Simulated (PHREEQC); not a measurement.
Dissolve 17 mmol/kgw ZnSO4, 80 mmol/kgw Na2SO4 and 7.9 mmol/kgw HCl at 25 °C. Closed to the air; pH follows from the charge balance.

Equilibrium calculation in PHREEQC: ion-association model, phreeqc.dat.

Precipitation was switched off in this run.

**Question.** Estimate the pH, density, ionic strength.

**Answer.** pH 2.66; density 1.010 g/cm³; ionic strength 0.237 mol/kgw.

**Question.** In which forms is S present?

**Answer.** SO4-2 67 %, NaSO4- 14 %, Zn(SO4)2-2 7.4 %, ZnSO4 7.2 %, HSO4- 5.3 % of the S.

Complexes and solids missing from the database can't appear.
